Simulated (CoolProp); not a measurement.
Computed with CoolProp (reference Helmholtz-energy equation of state, Zhou 2012).

Task: For p-xylene, give the phase and the Joule-Thomson coefficient (K/MPa), expansivity (1/kK), conductivity (mW/(m K)) at 299 K and 0.121 bar.

Result: 
- 299 K and 0.121 bar: liquid; Joule-Thomson coefficient -0.474, expansivity 1.01, conductivity 126

Thermal conductivity comes from a separate model (Mylona 2014).
